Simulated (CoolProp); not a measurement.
Computed with CoolProp (reference Helmholtz-energy equation of state, Tillner-Roth 1994).

Task: For R134a, give the phase and the density (kg/m³), cp (kJ/(kg K)), Joule-Thomson coefficient (K/MPa), isothermal compressibility (1/MPa) at -30.15 °C and 16600 kPa.

Result: 
- -30.15 °C and 16600 kPa: liquid; density 1430, cp 1.24, Joule-Thomson coefficient -0.318, isothermal compressibility 0.00141
